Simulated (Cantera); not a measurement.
What does this Cantera script print?

```python
import numpy as np
import cantera as ct

gas_names = """
    H HO2 H2 H2O H2O2 Mg MgH MgO MgOH MgO2H2 Mg2 O OH O2 O3
""".split()
cond_names = """
    H2O(s) H2O(L) Mg(cr) Mg(L) MgO(s) MgO(L) MgO2H2(s)
""".split()


# ... load() reads the species with a 1 bar reference pressure and builds the phases ...
atoms = {
    'MgO': {'Mg': 1, 'O': 1},
    'H2': {'H': 2},
}
top_T = {}  # K; cautious upper limits of use, not melting points


# ... equilibrate(T, P, feed) seeds the gas with the atoms and calls Mixture.equilibrate('TP', solver="vcs", rtol=1e-11, max_steps=5000) ...
results = []
P = 10000  # Pa
for T in [2173, 2248, 2323, 2398, 2473, 2548, 2623, 2698, 2773, 2848]:
    for m in [0.032, 0.049, 0.078, 0.12, 0.19, 0.3, 0.47, 0.74, 1.2, 1.8, 2.8]:
        feed = {'MgO': 1, 'H2': m}  # mol
        mix = equilibrate(T, P, feed)
        results.append((T, P, feed, dict(zip(mix.species_names, mix.species_moles))))

for T, P, feed, n in results:
    print(f"{T:7g} {feed['H2']:10.4g}  " + (" + ".join(c for c in cond_names if n.get(c, 0) > 1e-12) or "gas only"))
```

Result:

```
   2173      0.032  MgO(s)
   2173      0.049  MgO(s)
   2173      0.078  MgO(s)
   2173       0.12  MgO(s)
   2173       0.19  MgO(s)
   2173        0.3  MgO(s)
   2173       0.47  MgO(s)
   2173       0.74  MgO(s)
   2173        1.2  MgO(s)
   2173        1.8  MgO(s)
   2173        2.8  MgO(s)
   2248      0.032  MgO(s)
   2248      0.049  MgO(s)
   2248      0.078  MgO(s)
   2248       0.12  MgO(s)
   2248       0.19  MgO(s)
   2248        0.3  MgO(s)
   2248       0.47  MgO(s)
   2248       0.74  MgO(s)
   2248        1.2  MgO(s)
   2248        1.8  MgO(s)
   2248        2.8  MgO(s)
   2323      0.032  MgO(s)
   2323      0.049  MgO(s)
   2323      0.078  MgO(s)
   2323       0.12  MgO(s)
   2323       0.19  MgO(s)
   2323        0.3  MgO(s)
   2323       0.47  MgO(s)
   2323       0.74  MgO(s)
   2323        1.2  MgO(s)
   2323        1.8  MgO(s)
   2323        2.8  MgO(s)
   2398      0.032  MgO(s)
   2398      0.049  MgO(s)
   2398      0.078  MgO(s)
   2398       0.12  MgO(s)
   2398       0.19  MgO(s)
   2398        0.3  MgO(s)
   2398       0.47  MgO(s)
   2398       0.74  MgO(s)
   2398        1.2  MgO(s)
   2398        1.8  MgO(s)
   2398        2.8  MgO(s)
   2473      0.032  MgO(s)
   2473      0.049  MgO(s)
   2473      0.078  MgO(s)
   2473       0.12  MgO(s)
   2473       0.19  MgO(s)
   2473        0.3  MgO(s)
   2473       0.47  MgO(s)
   2473       0.74  MgO(s)
   2473        1.2  MgO(s)
   2473        1.8  MgO(s)
   2473        2.8  MgO(s)
   2548      0.032  MgO(s)
   2548      0.049  MgO(s)
   2548      0.078  MgO(s)
   2548       0.12  MgO(s)
   2548       0.19  MgO(s)
   2548        0.3  MgO(s)
   2548       0.47  MgO(s)
   2548       0.74  MgO(s)
   2548        1.2  MgO(s)
   2548        1.8  MgO(s)
   2548        2.8  MgO(s)
   2623      0.032  MgO(s)
   2623      0.049  MgO(s)
   2623      0.078  MgO(s)
   2623       0.12  MgO(s)
   2623       0.19  MgO(s)
   2623        0.3  MgO(s)
   2623       0.47  MgO(s)
   2623       0.74  MgO(s)
   2623        1.2  MgO(s)
   2623        1.8  MgO(s)
   2623        2.8  MgO(s)
   2698      0.032  MgO(s)
   2698      0.049  MgO(s)
   2698      0.078  MgO(s)
   2698       0.12  MgO(s)
   2698       0.19  MgO(s)
   2698        0.3  MgO(s)
   2698       0.47  MgO(s)
   2698       0.74  MgO(s)
   2698        1.2  MgO(s)
   2698        1.8  MgO(s)
   2698        2.8  gas only
   2773      0.032  MgO(s)
   2773      0.049  MgO(s)
   2773      0.078  MgO(s)
   2773       0.12  MgO(s)
   2773       0.19  MgO(s)
   2773        0.3  MgO(s)
   2773       0.47  MgO(s)
   2773       0.74  MgO(s)
   2773        1.2  MgO(s)
   2773        1.8  gas only
   2773        2.8  gas only
   2848      0.032  MgO(s)
   2848      0.049  MgO(s)
   2848      0.078  MgO(s)
   2848       0.12  MgO(s)
   2848       0.19  MgO(s)
   2848        0.3  MgO(s)
   2848       0.47  MgO(s)
   2848       0.74  MgO(s)
   2848        1.2  gas only
   2848        1.8  gas only
   2848        2.8  gas only
```

These are equilibrium values from Cantera (NASA tables, ideal gas, pure condensed phases), not measurements of a reactor.
